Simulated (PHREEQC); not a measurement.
Make-up at 20 °C: 0.0062 mol/kgw FeSO4, 0.01 mol/kgw MgSO4, 0.00097 mol/kgw NaH2PO4 and 0.22 mol/kgw Na2SO4. Closed to the air; pH follows from the charge balance.

All values are PHREEQC results (ion-association model, phreeqc.dat), not measurements.

Each row changes one thing in this solution. Precipitation was switched off in this run.

| case | pH | ionic strength (mol/kgw) | Na+ (mol/kgw) | SO4-2 (mol/kgw) | NaSO4- (mol/kgw) | FeSO4 (mol/kgw) | SI of Melanterite (FeSO4:7H2O) |
|---|---|---|---|---|---|---|---|
| as made | 5.17 | 0.562 | 0.379 | 0.164 | 0.0625 | 0.00316 | -2.41 |
| Na2SO4 from 0.22 to 0.242 mol/kgw | 5.17 | 0.610 | 0.413 | 0.177 | 0.0717 | 0.00317 | -2.41 |
| temperature from 20 to 35 °C | 5.20 | 0.554 | 0.376 | 0.161 | 0.0648 | 0.00346 | -2.67 |
| diluted 2-fold with water | 5.30 | 0.300 | 0.198 | 0.0912 | 0.0225 | 0.00152 | -2.74 |
| MgSO4 left out | 5.18 | 0.549 | 0.379 | 0.161 | 0.0619 | 0.00316 | -2.42 |

Some of these states are supersaturated (in Vivianite, for instance).
